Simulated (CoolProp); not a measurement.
Saturation properties of n-decane.

Computed with CoolProp (reference Helmholtz-energy equation of state, Lemmon 2006). It is a short technical equation, of lower accuracy than the large ones.

| T (K) | p (MPa) | vapour density (kg/m³) | vapour viscosity (µPa s) |
|---|---|---|---|
| 302 | 0.0002372 | 0.01345 | ___ |
| 333.7 | 0.001570 | 0.08074 | 5.87 |
| 365.5 | 0.007000 | ___ | 6.40 |
| 397.2 | 0.02321 | 1.023 | 6.91 |
| 428.9 | 0.06197 | 2.590 | 7.42 |
| 460.7 | 0.1409 | 5.689 | 7.93 |
| 492.4 | 0.2819 | ___ | ___ |
| 524.1 | 0.5126 | 20.89 | 9.15 |
| 555.9 | 0.8675 | 37.78 | 10.2 |
| 587.6 | 1.388 | 70.99 | 12.3 |

Fill in the missing entries.


- 302, vapour viscosity (µPa s): 5.34
- 365.5, vapour density (kg/m³): 0.3308
- 492.4, vapour density (kg/m³): 11.26
- 492.4, vapour viscosity (µPa s): 8.48

It boils at 447.3 K under 1 atm.

Viscosity comes from a separate model (Huber 2004).
